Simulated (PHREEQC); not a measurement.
Dissolve 1.1 mol Na2SO4 and 0.26 mol MgCl2 per kg of water at 25 °C. Closed to the air; pH follows from the charge balance.

Computed with PHREEQC (Pitzer model, pitzer.dat).

No solid was allowed to form.

### Question
What activity of water does the model give?

### Answer
activity of water 0.947.
